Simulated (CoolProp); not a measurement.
Vapour-liquid equilibrium of chloromethane (R40) (1) + isobutene (2) at 124 kPa; x and y are mole fractions of (1).

Model: multi-fluid Helmholtz-energy mixture model, Thol 2014 and Lemmon 2005; pair parameters Bell 2016, in CoolProp.

Task: Give the bubble temperature and the first vapour's composition at x = 0.05, 0.8, 0.95. Is there an azeotrope?

Result: x = 0.05: 269.4 K, y = 0.115; x = 0.8: 255.8 K, y = 0.868; x = 0.95: 254.3 K, y = 0.967. No azeotrope shows between x = 0.05 and 0.95.

The pair parameters rest on a limited set of measurements; away from them the model extrapolates.
